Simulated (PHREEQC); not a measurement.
A solution holds 21 mmol/kgw Al2(SO4)3 and 54 mmol/kgw CaCl2, at 20 °C. Closed to the air; pH follows from the charge balance.

Equilibrium calculation in PHREEQC: ion-association model, wateq4f.dat.

| quantity | before | after |
|---|---|---|
| pH | 3.88 | 4.43 |
| ionic strength (mol/kgw) | 0.240 | 0.00368 |
| AlSO4+ (mol/kgw) | 0.0267 | 0.000149 |
| SO4-2 (mol/kgw) | 0.0172 | 0.000450 |
| Al+3 (mol/kgw) | 0.0112 | 0.000232 |
| Al(SO4)2- (mol/kgw) | 0.00390 | 1.60e-6 |
| SI of Boehmite (AlOOH) | -0.17 | +0.48 |
| SI of Gibbsite (Al(OH)3) | +0.37 | +1.02 |

Task: Name the change that produced these shifts.
A. Al2(SO4)3 from 0.021 to 0.0105 mol/kgw
B. temperature from 20 to 70 °C
C. CaCl2 replaced by (CH3)4NCl at the same molality
D. CaCl2 from 0.054 to 0.0486 mol/kgw
E. diluted 100-fold with water

Result: E, diluted 100-fold with water

Precipitation was switched off in this run. Some of these states are supersaturated (in Basaluminite, Gypsum, Gibbsite (slow to form), for instance).
